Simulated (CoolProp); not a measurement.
Properties of n-octane along the isotherm 620 K (Tc = 568.7 K, pc = 2.484 MPa, ω = 0.398).

Computed with CoolProp (reference Helmholtz-energy equation of state, Beckmüller 2019).

```
p (MPa)  phase  density (kg/m³)  cv (kJ/(kg K))  expansivity (1/kK)  viscosity (µPa s)  Prandtl number  fugacity coefficient
-------  -----  ---------------  --------------  ------------------  -----------------  --------------  --------------------
0.00393    gas          0.08712           2.855               1.615               11.6           0.742                0.9996
0.00744    gas           0.1650           2.855               1.618               11.6           0.742                0.9992
0.0141     gas           0.3129           2.855               1.622               11.6           0.742                0.9985
0.0268     gas           0.5956           2.856               1.630               11.6           0.742                0.9971
0.0507     gas            1.130           2.856               1.645               11.7           0.742                0.9946
0.0961     gas            2.152           2.857               1.674               11.7           0.741                0.9897
0.182      gas            4.114           2.859               1.732               11.7           0.741                0.9805
0.346      gas              [?]           2.863               1.850               11.7           0.742                0.9632
0.655      gas            15.65           2.872               2.104               11.8           0.745                0.9310
1.24       gas              [?]           2.890               2.736                [?]             [?]                0.8718
```

Problem. What belongs in the gaps?

Solution. 
- 0.346, density (kg/m³): 7.968
- 1.24, density (kg/m³): 32.00
- 1.24, viscosity (µPa s): 12.2
- 1.24, Prandtl number: 0.763

Viscosity comes from a separate model (Huber 2004). Thermal conductivity comes from a separate model (Huber 2005).
